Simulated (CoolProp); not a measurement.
Methane at 431.91 K and 1.69 MPa flows at 2.8 m/s in a round tube of 4.6 mm bore and 15 µm roughness, fully developed (64/Re and Nu = 3.66 if laminar; Colebrook and Gnielinski if turbulent). Each further row changes one setting.

Values from CoolProp's reference Helmholtz-energy equation of state, Setzmann 1991.

| case | Reynolds number | Darcy friction factor | pressure drop (Pa/m) | heat-transfer coefficient (W/(m² K)) | mass flow (kg/h) |
|---|---|---|---|---|---|
| as stated | 6370 | 0.0387 | 250 | 279 | 1.27 |
| velocity 5.6 m/s | 12700 | 0.0340 | 880 | 530 | 2.54 |
| diameter 9.2 mm | 12700 | 0.0317 | 102 | 245 | 5.08 |

Viscosity comes from a separate model (Quiñones-Cisneros 2006). Thermal conductivity comes from a separate model (Friend 1989).
